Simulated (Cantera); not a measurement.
An isothermal, constant-pressure homogeneous reactor starts with 52.9 % CH4, 27.0 % CO2, 20.1 % H2, at 1500 K and 1.01 bar.

Model: GRI-Mech 3.0 (53 species, 325 reactions), integrated in Cantera. GRI-Mech 3.0 stops at C3 and has no aromatics, soot or wall deposition, so with more carbon than oxygen in the feed, carbon stays in small species such as C2H2 where larger ones or solid carbon would form.

Question: Predict: x(CH4) at 10.0 s; x(CO2) at 10.0 s; x(H2) at 10.0 s; x(C2H2) at 10.0 s; x(C2H6) at 10.0 s.

Answer: 
```json
{
 "x(CH4) at 10.0 s": "0.0856 (gas-phase equilibrium 0.0698)",
 "x(CO2) at 10.0 s": "0.0183 (gas-phase equilibrium 8.16e-7)",
 "x(H2) at 10.0 s": "0.468 (gas-phase equilibrium 0.565)",
 "x(C2H2) at 10.0 s": "0.0890 (gas-phase equilibrium 0.0367)",
 "x(C2H6) at 10.0 s": "5.09e-5 (gas-phase equilibrium 2.92e-5)"
}
```
